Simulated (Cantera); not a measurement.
Feed: 1 mol Si, 2.6 mol CO2, 4.7 mol CO, 0.07 mol H2O, held at 2.70 bar.

These are equilibrium values from Cantera (NASA tables, ideal gas, pure condensed phases), not measurements of a reactor. Candidate condensed phases: C, C6H6, C7H8, C8H18, H2O, Si, SiC, SiO2; 123 gas species. The tables hold silica as quartz up to 1696 K and as liquid above; real silica turns to tridymite and cristobalite and melts near 1996 K. Rates play no part.

x: gas mole fraction; n: condensed amount in mol.

```
T (°C)   x CO   x CO2     x H2    x H2O      x H  n SiO2(β-quartz)  n SiO2(condensed)
------  -----  ------  -------  -------  -------  ----------------  -----------------
975     0.901  0.0896  0.00822  0.00127  2.58e-8              1.00                  0
1050    0.901  0.0894  0.00802  0.00148  8.64e-8              1.00                  0
1125    0.901  0.0892  0.00782      ___      ___              1.00                  0
1200    0.901  0.0890  0.00763  0.00187  6.73e-7              1.00                  0
1275    0.902  0.0889  0.00745  0.00205  1.62e-6              1.00                  0
1350    0.902  0.0887  0.00728  0.00222  3.59e-6              1.00                  0
1425    0.902  0.0885  0.00711  0.00238  7.42e-6                 0              1.000
1500    0.902  0.0884  0.00696  0.00253      ___                 0              1.000
1575    0.902  0.0882  0.00681  0.00267  2.66e-5                 0              1.000
1650    0.902  0.0881  0.00667  0.00280  4.68e-5                 0              1.000
```

### Question
What belongs in the gaps?

### Answer

- 1500, x H: 1.44e-5
- 1125, x H2O: 0.00167
- 1125, x H: 2.55e-7
